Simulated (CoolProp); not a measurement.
Values from CoolProp's reference Helmholtz-energy equation of state, Schmidt 1985.

Question: For oxygen, give the phase and the Z, isothermal compressibility (1/MPa), viscosity (µPa s), Prandtl number at 135.8 K and 17700 kPa.

Answer: 
- 135.8 K and 17700 kPa: liquid; Z 0.521, isothermal compressibility 0.00474, viscosity 94.0, Prandtl number 1.53

Viscosity comes from a separate model (Lemmon 2004). Thermal conductivity comes from a separate model (Lemmon 2004).
